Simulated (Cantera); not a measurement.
## Low-pressure radical oxidation in H2/O2

An isothermal, constant-pressure homogeneous reactor starts with H₂ : O₂ : N₂ = 0.014 : 1 : 0.2 (molar parts), equivalence ratio 0.0070, at 900 K and 0.0148 atm.

Model: GRI-Mech 3.0 (53 species, 325 reactions), integrated in Cantera. Radical loss at walls, strong at low pressure, is not modelled. Below about 950 K walls govern HO2 and H2O2 in real vessels.

```csv
t (s),x H₂,x O₂,x H₂O,x OH,x H,x O
1.00e-5,0.0115,0.824,<1e-12,<1e-12,<1e-12,<1e-12
6.13e-5,0.0115,0.824,<1e-12,<1e-12,<1e-12,<1e-12
0.000376,0.0115,0.824,<1e-12,<1e-12,1.20e-12,<1e-12
0.00231,0.0115,0.824,2.00e-11,1.09e-11,8.00e-12,2.22e-11
0.0141,0.0115,0.824,1.15e-7,3.64e-8,2.39e-8,8.60e-8
0.0867,0.000124,0.822,0.0114,0.000119,6.97e-5,0.000786
0.532,3.65e-6,0.823,0.0116,1.60e-5,4.02e-7,3.40e-5
3.26,1.46e-7,0.823,0.0116,3.31e-6,3.32e-9,1.36e-6
20.0,2.78e-9,0.823,0.0116,8.62e-7,5.67e-11,8.99e-8
```
x: mole fraction; the columns are a selection and need not sum to one.

Equilibrium at this temperature and pressure: H₂ <1e-12, O₂ 0.823, H₂O 0.0116, OH 1.80e-8, H <1e-12, O 4.01e-11 (gas phase only).
